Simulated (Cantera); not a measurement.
SiH2Cl2 + N2 + H2 (silicon nitride deposition)

Charge: 1 mol SiH2Cl2, 26 mol N2, 7.1 mol H2, at 75.0 Torr.

Cantera equilibrium calculation (NASA polynomials, part measured and part estimated; ideal gas, pure solids and liquids). Candidate condensed phases: NH4Cl, Si, Si3N4; 28 gas species. The tables' values for SiCl, SiCl3, SiN are old estimates; treat these amounts as uncertain. Gases not in the tables: Si2H6 and higher silanes. Equilibrium is a limit: real reactors are often held back by kinetics, nucleation or transport.

```
T (K)  log p N2  log p H2  log p HCl  log p SiCl2  n Si3N4(s)  n Si(l)
-----  --------  --------  ---------  -----------  ----------  -------
1575      -1.13     -1.68      -2.25        -4.01       0.321        0
1625      -1.13     -1.68      -2.26        -3.77       0.313        0
1675      -1.13     -1.68      -2.28        -3.56       0.301        0
1725      -1.13     -1.68      -2.31        -3.38       0.284        0
1775      -1.13     -1.68      -2.34        -3.23       0.264        0
1825      -1.13     -1.67      -2.38        -3.11       0.242        0
1875      -1.13     -1.67      -2.42        -3.01       0.217        0
1925      -1.13     -1.67      -2.48        -2.93       0.192        0
1975      -1.13     -1.67      -2.49        -2.92           0    0.551
2025      -1.13     -1.67      -2.49        -2.93           0    0.546
```
log p: log10 of the partial pressure in bar; n: condensed amount in mol.

From 1575 K to 1925 K the condensed part is Si3N4(s). From 1975 K to 2025 K the condensed part is Si(l). The main Si-bearing gas is SiCl2 throughout. The share of Si in condensed phases is highest at 1575 K (96.4 %) and lowest at 2025 K (54.6 %).
